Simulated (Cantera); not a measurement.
What does this Cantera script print?

```python
import numpy as np
import cantera as ct

gas = ct.Solution("gri30.yaml")
gas.TPX = 1748, 180000, {'NO': 1, 'N2': 13}
reactor = ct.IdealGasConstPressureReactor(gas, energy="off", clone=False)
net = ct.ReactorNet([reactor])
net.rtol, net.atol = 1e-08, 1e-18
show = ['NO', 'N2O', 'NO2', 'O2', 'O']
times = np.geomspace(2e-06, 10, 15)

steps = ct.SolutionArray(gas, extra=["t"])
rows = []
print(f"{'t/s':>10s}{'T/K':>9s}{'P/Pa':>11s}" + "".join(f"{s:>11s}" for s in show))
for t in times:
    while net.time < t:
        t_next = net.step()
        steps.append(gas.state, t=t_next)
    rows.append([np.interp(t, steps.t, y) for y in (steps.T, steps.P, *steps(*show).X.T)])
    print(f"{t:10.3e}{rows[-1][0]:9.1f}{rows[-1][1]:11.4g}" + "".join(f"{x:11.3e}" for x in rows[-1][2:]))
rate = np.gradient(steps.T, steps.t)
print("integrator steps:", len(steps.t))
if steps.T.max() > steps.T[0] + 200:
    print(f"time of steepest temperature rise: {steps.t[rate.argmax()]:.4e} s")
gas.TPX = 1748, 180000, {'NO': 1, 'N2': 13}
gas.equilibrate("TP")
print(f"equilibrium (TP): T = {gas.T:.1f} K  " + "  ".join(f"{s} {gas[s].X[0]:.3e}" for s in show))
```

Output:

```
       t/s      T/K       P/Pa         NO        N2O        NO2         O2          O
 2.000e-06   1748.0    1.8e+05  7.143e-02  2.629e-09  8.021e-11  1.251e-13  2.552e-09
 6.019e-06   1748.0    1.8e+05  7.143e-02  7.902e-09  6.942e-10  1.087e-12  7.236e-09
 1.811e-05   1748.0    1.8e+05  7.143e-02  2.370e-08  5.546e-09  8.821e-12  1.841e-08
 5.452e-05   1748.0    1.8e+05  7.143e-02  7.054e-08  3.618e-08  6.092e-11  3.667e-08
 1.641e-04   1748.0    1.8e+05  7.143e-02  2.055e-07  1.687e-07  3.465e-10  5.732e-08
 4.938e-04   1748.0    1.8e+05  7.143e-02  5.617e-07  6.288e-07  2.244e-09  1.070e-07
 1.486e-03   1748.0    1.8e+05  7.142e-02  1.291e-06  2.308e-06  2.681e-08  2.770e-07
 4.472e-03   1748.0    1.8e+05  7.141e-02  2.036e-06  7.922e-06  5.848e-07  8.097e-07
 1.346e-02   1748.0    1.8e+05  7.138e-02  2.187e-06  1.541e-05  8.766e-06  1.493e-06
 4.051e-02   1748.0    1.8e+05  7.130e-02  2.184e-06  1.658e-05  4.563e-05  1.602e-06
 1.219e-01   1748.0    1.8e+05  7.107e-02  2.172e-06  1.761e-05  1.578e-04  1.704e-06
 3.669e-01   1748.0    1.8e+05  7.040e-02  2.133e-06  2.031e-05  4.934e-04  1.976e-06
 1.104e+00   1748.0    1.8e+05  6.840e-02  2.021e-06  2.630e-05  1.484e-03  2.619e-06
 3.323e+00   1748.0    1.8e+05  6.284e-02  1.722e-06  3.606e-05  4.256e-03  3.884e-06
 1.000e+01   1748.0    1.8e+05  4.961e-02  1.114e-06  4.333e-05  1.086e-02  5.886e-06
integrator steps: 740
equilibrium (TP): T = 1748.0 K  NO 1.569e-03  N2O 1.349e-07  NO2 2.405e-06  O2 3.492e-02  O 1.027e-05
```

Model: GRI-Mech 3.0 (53 species, 325 reactions), integrated in Cantera.
